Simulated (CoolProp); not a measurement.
Saturation properties of ammonia (Tc = 132.4 °C, pc = 113.6 bar, ω = 0.256).

Computed with CoolProp (reference Helmholtz-energy equation of state, Gao 2020).

```csv
T (°C),p (bar),vapour Z,liquid conductivity (mW/(m K))
-50.05,0.4066,0.9846,721
-43.25,0.6001,0.9802,698
-36.45,0.8636,0.9750,675
-29.65,1.214,0.9690,653
-22.85,?,?,631
-15.95,2.267,0.9540,609
-9.15,3.008,0.9451,587
-2.35,3.928,?,566
4.45,5.055,0.9240,546
11.25,6.418,0.9117,526
18.05,8.049,?,506
24.85,9.981,0.8834,486
31.75,12.28,0.8670,467
38.55,14.93,0.8496,448
```

### Question
Fill in the missing entries.

### Answer

- -22.85, p (bar): 1.672
- -22.85, vapour Z: 0.9621
- -2.35, vapour Z: 0.9351
- 18.05, vapour Z: 0.8982

It boils at -33.3 °C under 1 atm.

Thermal conductivity comes from a separate model (Tufeu 1984).
